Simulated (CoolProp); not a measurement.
Vapour-liquid equilibrium of isobutane (1) + n-butane (2) at 62.35 °C; x and y are mole fractions of (1).

Computed with CoolProp (multi-fluid Helmholtz-energy mixture model, Bücker 2006 and Bücker 2006; pair parameters Kunz 2012).

```csv
x,bubble pressure (MPa),y at the bubble point,dew pressure at overall composition x (MPa),liquid density (mol/L)
0.05,0.6874,0.063,0.6849,9.027
0.125,0.7049,0.155,0.6992,8.994
0.2,0.7225,0.242,0.7139,8.960
0.275,0.7401,0.326,0.7293,8.926
0.35,0.7578,0.407,0.7452,8.892
0.425,0.7756,0.485,0.7618,8.858
0.5,0.7935,0.560,0.7791,8.823
0.575,0.8116,0.633,0.7971,8.788
0.65,0.8298,0.703,0.8160,8.753
0.725,0.8482,0.770,0.8357,8.717
0.8,0.8667,0.836,0.8565,8.682
0.875,0.8855,0.899,0.8783,8.646
0.95,0.9045,0.960,0.9012,8.611
```

No azeotrope shows between x = 0.05 and 0.95.

The pair parameters rest on a limited set of measurements; away from them the model extrapolates.
